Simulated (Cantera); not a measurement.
A closed system holds: 1 mol SiHCl3, 0.75 mol C3H8, 1300 mol H2, at 0.00133 bar.

Method: chemical equilibrium by Gibbs-energy minimisation in Cantera with the NASA 1993 tables (ideal gas, pure condensed phases). Candidate condensed phases: C, C6H6, C7H8, C8H18, Si, SiC; 109 gas species. Equilibrium is a limit: real reactors are often held back by kinetics, nucleation or transport.

Q: At 2150 K, list the 7 most abundant gas species with their mole fractions, and the condensed phases.

A: H2 0.888, H 0.109, HCl 0.00199, C2H2 (acetylene) 0.000785, Si 0.000684, Cl 0.000179, SiC2 2.47e-5. Condensed: gas only.
